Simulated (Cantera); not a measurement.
A Cantera script and its output.

```python
import numpy as np
import cantera as ct

gas = ct.Solution("gri30.yaml")
gas.TPX = 1750, 38000, {'NO': 1, 'N2': 0.13}
inlet = ct.Reservoir(gas, clone=True)

reactor = ct.IdealGasConstPressureReactor(gas, energy="off", clone=False)
exhaust = ct.Reservoir(gas, clone=True)
tau = [29, 5.3, 0.97, 0.18, 0.033, 0.006, 0.0011, 0.0002][0]
for a, b in ((inlet, reactor), (reactor, exhaust)):
    ct.MassFlowController(a, b, mdot=lambda t: reactor.mass / tau)
net = ct.ReactorNet([reactor])
show = ['NO', 'N2O', 'O', 'N2', 'O2', 'NO2']

rows = []
print(f"{'tau/s':>10s}{'T/K':>9s}" + "".join(f"{s:>11s}" for s in show))
for tau in [29, 5.3, 0.97, 0.18, 0.033, 0.006, 0.0011, 0.0002]:
    net.initial_time = 0.0
    net.advance(30 * tau)
    before = gas.X
    net.advance(40 * tau)
    drift = np.max(np.abs(gas.X - before) / (gas.X + 1e-9))
    rows.append([gas.T, *gas[show].X, drift])
    print(f"{tau:10.3e}{gas.T:9.1f}" + "".join(f"{x:11.3e}" for x in gas[show].X))
```

Result:

```
     tau/s      T/K         NO        N2O          O         N2         O2        NO2
 2.900e+01   1750.0  3.448e-01  4.266e-05  6.422e-05  3.849e-01  2.695e-01  6.710e-04
 5.300e+00   1750.0  6.213e-01  1.425e-04  4.609e-05  2.466e-01  1.311e-01  8.483e-04
 9.700e-01   1750.0  8.093e-01  2.485e-04  2.722e-05  1.525e-01  3.724e-02  6.217e-04
 1.800e-01   1750.0  8.692e-01  2.831e-04  1.691e-05  1.226e-01  7.498e-03  3.865e-04
 3.300e-02   1750.0  8.820e-01  2.512e-04  1.285e-05  1.163e-01  1.195e-03  2.805e-04
 6.000e-03   1750.0  8.844e-01  1.413e-04  8.931e-06  1.152e-01  1.056e-04  1.715e-04
 1.100e-03   1750.0  8.849e-01  4.143e-05  4.192e-06  1.151e-01  2.888e-06  4.529e-05
 2.000e-04   1750.0  8.849e-01  8.452e-06  2.199e-06  1.150e-01  8.889e-08  6.656e-06
```

Model: GRI-Mech 3.0 (53 species, 325 reactions), integrated in Cantera.
